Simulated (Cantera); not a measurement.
## Reactions in the system Al-H-I-N

Source: NASA polynomial tables (part measured, part estimated), evaluated in Cantera. Values are per mole of reaction as written; species without (g) are pure solids or liquids, kept so even where they would boil at 1 bar.

3 H(g) + AlN → NH₃(g) + Al

```
T (K)  ΔH° (kJ)  ΔS° (J/K)  ΔG° (kJ)  log10 K
-----  --------  ---------  --------  -------
373      -384.5     -150.7    -328.2    45.96
423      -386.2     -155.1    -320.6    39.59
473      -387.9     -159.0    -312.7    34.53
523      -389.6     -162.4    -304.7    30.43
573      -391.3     -165.5    -296.5    27.03
```

3 I₂ + 2 Al(g) → 2 AlI₃(g)

```tsv
T (K)	ΔH° (kJ)	ΔS° (J/K)	ΔG° (kJ)	log10 K	condensed phases
373	-1050.2	57.1	-1071.5	150.05	I₂(s)
423	-1102.6	-77.7	-1069.7	132.09	I₂(l)
473	-1108.6	-91.2	-1065.5	117.66	I₂(l)
523	-1114.5	-103.2	-1060.6	105.92	I₂(l)
573	-1120.5	-114.0	-1055.2	96.19	I₂(l)
```
